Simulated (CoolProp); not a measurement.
A simple Rankine cycle with R365MFC: condensing at 288.15 K, boiler at 0.352 MPa, turbine inlet 355.2 K, turbine efficiency 0.8, pump efficiency 0.6, no recuperator. Each further row changes one setting.

Model: reference Helmholtz-energy equation of state, Lemmon 2016, in CoolProp.

```tsv
case	thermal efficiency (%)	net work (kJ/kg)	heat in (kJ/kg)	turbine exit temperature (K)	volume ratio over the turbine
as stated	12.0	31.4	262	318.3	___
turbine inlet 375.2 K	11.8	33.8	___	338.7	9.21
condensing temperature 280.15 K	___	___	272	313.2	13.3
boiler pressure 0.246 MPa	10.3	27.2	264	325.2	6.42
turbine efficiency 0.7	10.5	27.5	262	___	9.46
```

Q: What belongs in the gaps?

A: 
- as stated, volume ratio over the turbine: 9.34
- turbine inlet 375.2 K, heat in (kJ/kg): 285
- condensing temperature 280.15 K, thermal efficiency (%): 13.4
- condensing temperature 280.15 K, net work (kJ/kg): 36.4
- turbine efficiency 0.7, turbine exit temperature (K): 322.2
